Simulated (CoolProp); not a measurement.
The fluid at 298.15 K and 0.139 MPa flows at 0.061 m/s in a round tube of 50 mm bore and 15 µm roughness, fully developed (64/Re and Nu = 3.66 if laminar; Colebrook and Gnielinski if turbulent). The same conditions are run with several fluids, on thermodynamics alone (safety and materials aside).

Model: reference Helmholtz-energy equation of state of each fluid (C2F6 (R116): Lemmon 2006; CH2F2 (R32): Tillner-Roth 1997; nitrogen: Span 2000; R124: de Vries 1995), in CoolProp.

```tsv
fluid	Reynolds number	Darcy friction factor	pressure drop (Pa/m)	heat-transfer coefficient (W/(m² K))	mass flow (kg/h)
C2F6 (R116)	1700	0.0377	0.0110	1.08	3.39
CH2F2 (R32)	677	0.0945	0.0104	1.00	1.28
nitrogen	269	0.238	0.0139	[?]	0.677
R124	1880	[?]	0.0101	0.962	[?]
```

**Question.** Complete the blanks.

**Answer.** 
- nitrogen, heat-transfer coefficient (W/(m² K)): 1.89
- R124, Darcy friction factor: 0.0341
- R124, mass flow (kg/h): 3.42

Transport values come from each fluid's own correlations; those of C2F6 (R116), CH2F2 (R32), R124 are estimates that may be off by 10 % or more.
